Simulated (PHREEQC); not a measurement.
Consider water at 79 °C with 0.0018 mol HF, 0.00018 mol NaF and 0.0015 mol KCl per kg of water. Closed to the air; pH follows from the charge balance.

All values are PHREEQC results (ion-association model, phreeqc.dat), not measurements.

Precipitation was switched off in this run.

Problem. Order these F species by the share of F that they hold, largest first: HF, HF2-, F-.

Solution. HF (66 %), F- (34 %), HF2- (0.38 %)

The pH is 3.33 and the ionic strength 0.00218 mol/kgw. At this temperature some constants are extrapolated from 25 °C, and those without enthalpy data are left unchanged.
